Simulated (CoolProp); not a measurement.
Tetrahydrofuran along the isobar 14.9 MPa: density (kg/m³) from the reference equation and from simpler models built on Tc = 267.0 °C, pc = 5.304 MPa, ω = 0.234; each cubic takes its own stable root.

Model: reference Helmholtz-energy equation of state, Fiedler 2023, in CoolProp.

```json
[
 {"T (°C)": "-62.55", "phase": "liquid", "reference": "982.7", "van der Waals": "602.7", "Redlich-Kwong": "887.5", "Soave-Redlich-Kwong": "894.4", "Peng-Robinson": "1002"},
 {"T (°C)": "-41.15", "phase": "liquid", "reference": "961.1", "van der Waals": "593.8", "Redlich-Kwong": "872.2", "Soave-Redlich-Kwong": "881.1", "Peng-Robinson": "987.6"},
 {"T (°C)": "-19.65", "phase": "liquid", "reference": "939.5", "van der Waals": "584.5", "Redlich-Kwong": "855.9", "Soave-Redlich-Kwong": "866.7", "Peng-Robinson": "972.3"},
 {"T (°C)": "1.75", "phase": "liquid", "reference": "917.9", "van der Waals": "575.1", "Redlich-Kwong": "___", "Soave-Redlich-Kwong": "851.4", "Peng-Robinson": "955.9"},
 {"T (°C)": "23.15", "phase": "liquid", "reference": "896.1", "van der Waals": "565.3", "Redlich-Kwong": "820.6", "Soave-Redlich-Kwong": "835.0", "Peng-Robinson": "___"},
 {"T (°C)": "44.65", "phase": "liquid", "reference": "874.1", "van der Waals": "___", "Redlich-Kwong": "801.5", "Soave-Redlich-Kwong": "817.4", "Peng-Robinson": "919.1"},
 {"T (°C)": "66.05", "phase": "liquid", "reference": "851.8", "van der Waals": "545.0", "Redlich-Kwong": "781.5", "Soave-Redlich-Kwong": "798.6", "Peng-Robinson": "898.5"},
 {"T (°C)": "87.55", "phase": "liquid", "reference": "829.0", "van der Waals": "534.3", "Redlich-Kwong": "760.3", "Soave-Redlich-Kwong": "778.3", "Peng-Robinson": "876.2"},
 {"T (°C)": "108.95", "phase": "liquid", "reference": "805.8", "van der Waals": "523.2", "Redlich-Kwong": "738.1", "Soave-Redlich-Kwong": "756.6", "Peng-Robinson": "852.2"},
 {"T (°C)": "130.45", "phase": "liquid", "reference": "781.9", "van der Waals": "511.7", "Redlich-Kwong": "714.7", "Soave-Redlich-Kwong": "733.2", "Peng-Robinson": "826.0"},
 {"T (°C)": "151.85", "phase": "liquid", "reference": "757.2", "van der Waals": "499.9", "Redlich-Kwong": "690.1", "Soave-Redlich-Kwong": "708.1", "Peng-Robinson": "797.6"},
 {"T (°C)": "173.25", "phase": "liquid", "reference": "731.5", "van der Waals": "487.5", "Redlich-Kwong": "664.2", "Soave-Redlich-Kwong": "681.0", "Peng-Robinson": "766.7"},
 {"T (°C)": "194.75", "phase": "liquid", "reference": "___", "van der Waals": "474.6", "Redlich-Kwong": "636.8", "Soave-Redlich-Kwong": "651.5", "Peng-Robinson": "732.8"},
 {"T (°C)": "216.15", "phase": "liquid", "reference": "675.7", "van der Waals": "461.1", "Redlich-Kwong": "608.0", "Soave-Redlich-Kwong": "619.7", "Peng-Robinson": "695.8"}
]
```

### Question
What belongs in the gaps?

### Answer

- 1.75, Redlich-Kwong: 838.7
- 23.15, Peng-Robinson: 938.2
- 44.65, van der Waals: 555.3
- 194.75, reference: 704.4
